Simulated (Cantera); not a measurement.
Mixture: 23.4 % H2, 16.1 % O2, 60.5 % N2, equivalence ratio 0.73, at 750 Torr, adiabatic and at constant pressure. Ignition delay is the time to a rise of 400 K.

Computed with Cantera and GRI-Mech 3.0 (53 species, 325 reactions). Where the delays flatten at high temperature, the 400 K rule measures the pace of heat release, not the induction time.

Question: Predict: delay at 1098 K; delay at 1248 K; delay at 1398 K; delay at 1548 K; delay at 1698 K.

Answer: 
```json
{
  "delay at 1098 K": "91.3 µs",
  "delay at 1248 K": "38.6 µs",
  "delay at 1398 K": "24.0 µs",
  "delay at 1548 K": "19.3 µs",
  "delay at 1698 K": "18.7 µs"
}
```
